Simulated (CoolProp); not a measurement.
A single-stage vapour-compression cycle with the fluid: evaporating at 302.15 K (dew point), condensing at 331.15 K (bubble point), superheat 10 K, subcooling 2 K, compressor efficiency 0.7, no pressure losses. The same conditions are run with several fluids, on thermodynamics alone (safety and materials aside).

Computed with CoolProp (reference Helmholtz-energy equation of state of each fluid (R113: Marx 1992; propyne: Polt 1992; dimethyl ether: Wu 2011; propane: Lemmon 2009; carbonyl sulfide: Lemmon 2006; n-pentane: Thol 2019)). The equations of Platzer and Polt are older, rougher fits.

### Question
Rank R113, propyne, dimethyl ether, propane, carbonyl sulfide, n-pentane by cooling COP, highest first.

### Answer
R113 (6.70), n-pentane (6.65), propyne (6.44), dimethyl ether (6.37), carbonyl sulfide (6.01), propane (5.90)

```
fluid             pressure ratio  discharge temperature (K)  refrigerating effect (kJ/kg)  volumetric capacity (kJ/m³)
----------------  --------------  -------------------------  ----------------------------  ---------------------------
R113                        2.70                      342.9                           132                          509
propyne                     2.11                      358.5                           411                         4620
dimethyl ether              2.09                      354.7                           343                         4530
propane                     1.93                      348.6                           270                         5800
carbonyl sulfide            1.90                      370.3                           210                         8140
n-pentane                   2.56                      341.2                           316                          718
```
